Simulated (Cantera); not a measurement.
A Cantera script and its output.

```python
import numpy as np
import cantera as ct

gas = ct.Solution("gri30.yaml", transport_model="multicomponent")
show = ['H2', 'H', 'NO']

rows = []
print(f"{'T/K':>7s}{'rho':>11s}{'cp':>10s}{'mu':>11s}{'lambda':>11s}{'Pr':>7s}" + "".join(f"{'D_' + s:>11s}" for s in show))
for T in [400, 550, 700, 850, 1000, 1150, 1300, 1450, 1600]:
    gas.TPX = T, 1333, {'NO': 0.68, 'H2O': 0.19}
    Pr = gas.cp_mass * gas.viscosity / gas.thermal_conductivity
    D = [gas.mix_diff_coeffs_mole[gas.species_index(s)] for s in show]
    rows.append([gas.density, gas.cp_mass, gas.viscosity, gas.thermal_conductivity, Pr, *D])
    print(f"{T:7g}{gas.density:11.4e}{gas.cp_mass:10.1f}{gas.viscosity:11.4e}"
          f"{gas.thermal_conductivity:11.4e}{Pr:7.3f}" + "".join(f"{d:11.4e}" for d in D))
print("SI units: kg/m3, J/kg/K, Pa s, W/m/K, m2/s")
```

Result:

```
    T/K        rho        cp         mu     lambda     Pr       D_H2        D_H       D_NO
    400 1.0977e-02    1128.4 2.1203e-05 3.4919e-02  0.685 9.9014e-03 1.5803e-02 2.9715e-03
    550 7.9833e-03    1165.5 2.7055e-05 4.6497e-02  0.678 1.7003e-02 2.7695e-02 5.3871e-03
    700 6.2726e-03    1213.2 3.2358e-05 5.8058e-02  0.676 2.5503e-02 4.1999e-02 8.3380e-03
    850 5.1657e-03    1258.8 3.7263e-05 6.9409e-02  0.676 3.5284e-02 5.8491e-02 1.1766e-02
   1000 4.3908e-03    1299.3 4.1861e-05 8.0472e-02  0.676 4.6261e-02 7.7012e-02 1.5630e-02
   1150 3.8181e-03    1332.4 4.6213e-05 9.1095e-02  0.676 5.8367e-02 9.7440e-02 1.9900e-02
   1300 3.3775e-03    1362.0 5.0361e-05 1.0146e-01  0.676 7.1548e-02 1.1968e-01 2.4552e-02
   1450 3.0281e-03    1388.3 5.4336e-05 1.1156e-01  0.676 8.5761e-02 1.4365e-01 2.9567e-02
   1600 2.7443e-03    1411.6 5.8160e-05 1.2140e-01  0.676 1.0097e-01 1.6930e-01 3.4930e-02
SI units: kg/m3, J/kg/K, Pa s, W/m/K, m2/s
```

Cantera simulation using GRI-Mech 3.0 (53 species, 325 reactions); the numbers are that mechanism's predictions, not measurements. Polar gases are described roughly by these parameters. The composition is frozen, though it would react at the higher temperatures.
